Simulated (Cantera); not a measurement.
Charge: 1 mol trisilylamine, 1.7 mol NH3, 22 mol N2, at 1650 K and 13.3 mbar.

Cantera equilibrium calculation (NASA polynomials, part measured and part estimated; ideal gas, pure solids and liquids). Candidate condensed phases: Si, Si3N4; 18 gas species. The feed counts by its element totals alone. The numbers say what is thermodynamically allowed, not how fast it happens.

Base state: N2 0.752, H2 0.248, H 0.000392 (mole fractions); condensed: Si3N4(s).

Task: What changes in the equilibrium state with this change: trisilylamine replaced by SiCl4?

Result: 
```json
[
 {"species": "N2", "before": "0.752", "after": "0.834"},
 {"species": "HCl", "before": "0", "after": "0.0714"},
 {"species": "H2", "before": "0.248", "after": "0.0573"},
 {"species": "SiCl2", "before": "0", "after": "0.0351"},
 {"species": "SiCl3", "before": "0", "after": "0.00126"},
 {"species": "Cl", "before": "0", "after": "0.000184"},
 {"species": "SiCl4", "before": "0", "after": "9.88e-5"},
 {"species": "SiCl", "before": "0", "after": "1.75e-5"},
 {"species": "Si3N4(s), mol", "before": "1.000", "after": "0"}
]
```
The tables' values for SiCl3, SiCl are old estimates; treat these amounts as uncertain. Further candidate phases: NH4Cl.
